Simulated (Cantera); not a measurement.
Feed: 1 mol SiF4, 0.87 mol NO, 3.9 mol H2, equilibrated at 6.20 mbar.

Equilibrium computed with Cantera from the NASA thermochemical tables; the gas is ideal and each condensed phase is pure. Candidate condensed phases: H2O, Si, SiO2, Si2N2O, Si3N4; 58 gas species. Equilibrium is a limit: real reactors are often held back by kinetics, nucleation or transport. All values below are at 725 °C.

Base state: H2 0.533, HF 0.245, SiF4 0.115, N2 0.0765, H2O 0.0303 (mole fractions); condensed: SiO2(β-quartz).

What changes in the equilibrium state with this change: NO from 0.87 to 27 mol?


| species | before | after |
|---|---|---|
| N2 | 0.0765 | 0.437 |
| O2 | <1e-9 | 0.374 |
| HF | 0.245 | 0.123 |
| H2 | 0.533 | <1e-9 |
| SiF4 | 0.115 | 0.00159 |
| H2O | 0.0303 | 0.0647 |
| NO | <1e-9 | 3.04e-5 |
| SiO2(β-quartz), mol | 0.349 | 0.951 |
